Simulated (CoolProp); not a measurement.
A simple Rankine cycle with chloromethane (R40): condensing at 299.15 K, boiler at 2.73 MPa, turbine inlet 404 K, turbine efficiency 0.8, pump efficiency 0.7, no recuperator. Each further row changes one setting.

The numbers come from the reference Helmholtz-energy equation of state, Thol 2014 in CoolProp.

```
case                             thermal efficiency (%)  net work (kJ/kg)  heat in (kJ/kg)  turbine exit temperature (K)  volume ratio over the turbine
-------------------------------  ----------------------  ----------------  ---------------  ----------------------------  -----------------------------
as stated                                          12.8              56.2              440                         309.8                           3.90
turbine inlet 424 K                                13.2                 …                …                         329.6                              …
condensing temperature 291.15 K                    14.2              64.2              453                         297.4                           4.80
boiler pressure 1.91 MPa                           10.5                 …              455                         333.5                           2.81
turbine efficiency 0.7                             11.1              48.7              440                         317.1                              …
```

Q: Fill in the missing entries.

A: 
- turbine inlet 424 K, net work (kJ/kg): 61.5
- turbine inlet 424 K, heat in (kJ/kg): 465
- turbine inlet 424 K, volume ratio over the turbine: 3.89
- boiler pressure 1.91 MPa, net work (kJ/kg): 47.8
- turbine efficiency 0.7, volume ratio over the turbine: 4.03
